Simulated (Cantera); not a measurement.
Input: 1 mol CaCl2, 32 mol H2, 0.15 mol N2, 0.066 mol HCl, equilibrated at 0.260 bar.

Equilibrium computed with Cantera from the NASA thermochemical tables; the gas is ideal and each condensed phase is pure. Candidate condensed phases: Ca, CaCl2, NH4Cl; 16 gas species. Rates play no part.

Question: What share of the Ca ends up in condensed phases as a function of T (K), at 650, 800, 950, 1100, 1250, 1400, 1550, 1700, 1850?

Answer: 
| T (K) | Ca condensed (%) | as |
|---|---|---|
| 650 | 100.0 | CaCl2(s) |
| 800 | 100.0 | CaCl2(s) |
| 950 | 100.0 | CaCl2(s) |
| 1100 | 100.0 | CaCl2(l) |
| 1250 | 99.7 | CaCl2(l) |
| 1400 | 95.7 | CaCl2(l) |
| 1550 | 60.9 | CaCl2(l) |
| 1700 | 0.0 | - |
| 1850 | 0.0 | - |
